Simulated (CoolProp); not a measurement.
Propylene glycol at several states: fugacity coefficient from the reference equation and from simpler models built on Tc = 674.0 K, pc = 72.92 bar, ω = 0.327; each cubic takes its own stable root.

Computed with CoolProp (reference Helmholtz-energy equation of state, Eisenbach 2021).

| T (K) | p (bar) | phase | reference |
|---|---|---|---|
| 386.3 | 300 | liquid | 0.0003950 |
| 284.6 | 1.07 | liquid | 4.615e-5 |
| 366.7 | 0.811 | liquid | 0.02606 |
| 297.4 | 2.19 | liquid | 7.598e-5 |
| 425.5 | 62.9 | liquid | 0.005480 |
| 286.4 | 83.3 | liquid | 9.112e-7 |

### Question
How far does each simpler model (Soave-Redlich-Kwong, Peng-Robinson) lie from the reference over these 6 states: mean and median of the absolute difference, and the worst?

### Answer
- Soave-Redlich-Kwong: mean 1626.6 %, median 1431.2 %, worst +3176.3 % at 284.6 K and 1.07 bar
- Peng-Robinson: mean 1874.8 %, median 1639.1 %, worst +3796.0 % at 284.6 K and 1.07 bar
